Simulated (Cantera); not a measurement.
Cantera run:

```python
import numpy as np
import cantera as ct

gas_names = """
    H H2 N NH NH2 NH3 N2 N2H2 N2H4 Si SiH SiH2 SiH3 SiH4 SiN Si2 Si2N Si3
""".split()
cond_names = """
    Si(cr) Si(L) Si3N4(a)
""".split()


# ... load() reads the species with a 1 bar reference pressure and builds the phases ...
atoms = {
    'trisilylamine': {'Si': 3, 'N': 1, 'H': 9},
    'N2': {'N': 2},
}
top_T = {'Si3N4(a)': 2400}  # K; cautious upper limits of use, not melting points


# ... equilibrate(T, P, feed) seeds the gas with the atoms and calls Mixture.equilibrate('TP', solver="vcs", rtol=1e-11, max_steps=5000) ...
results = []
feed = {'trisilylamine': 1, 'N2': 42}  # mol
T = 1198.15  # K
P = 13332.2  # Pa
mix = equilibrate(T, P, feed)
results.append((T, P, feed, dict(zip(mix.species_names, mix.species_moles))))
print(gas.report(threshold=1e-05))
for i in range(1, mix.n_phases):
    print(f"{mix.phase(i).name:16s} {mix.phase_moles(i):12.5e} mol")
```

It prints:

```
       temperature   1198.2 K
          pressure   13332 Pa
           density   0.034012 kg/m^3
  mean mol. weight   25.414 kg/kmol
   phase of matter   gas

                          1 kg             1 kmol
                     ---------------   ---------------
          enthalpy        1.0982e+06        2.7909e+07  J
   internal energy        7.0619e+05        1.7947e+07  J
           entropy            9734.2        2.4739e+05  J/K
    Gibbs function       -1.0565e+07        -2.685e+08  J
 heat capacity c_p            1313.2             33375  J/K
 heat capacity c_v            986.09             25061  J/K

                      mass frac. Y      mole frac. X     chem. pot. / RT
                     ---------------   ---------------   ---------------
                H2         0.0079325          0.099999           -22.291
                N2           0.99207               0.9            -27.47
     [  +16 minor]        5.2331e-07        9.3623e-07

Si(cr)            0.00000e+00 mol
Si3N4(a)          1.00000e+00 mol
```

Cantera equilibrium calculation (NASA polynomials, part measured and part estimated; ideal gas, pure solids and liquids). The feed counts by its element totals alone.
